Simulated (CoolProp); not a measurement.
Values from CoolProp's reference Helmholtz-energy equation of state, Bücker 2006.

For n-butane, give the phase and the density (kg/m³), isothermal compressibility (1/MPa), Prandtl number, fugacity coefficient at 132.25 °C and 4.62 MPa; 132.25 °C and 7.38 MPa.


- 132.25 °C and 4.62 MPa: liquid; density 421, isothermal compressibility 0.0254, Prandtl number 2.81, fugacity coefficient 0.458
- 132.25 °C and 7.38 MPa: liquid; density 444, isothermal compressibility 0.0147, Prandtl number 2.78, fugacity coefficient 0.320

Viscosity comes from a separate model (Vogel 1999). Thermal conductivity comes from a separate model (Perkins 2002).
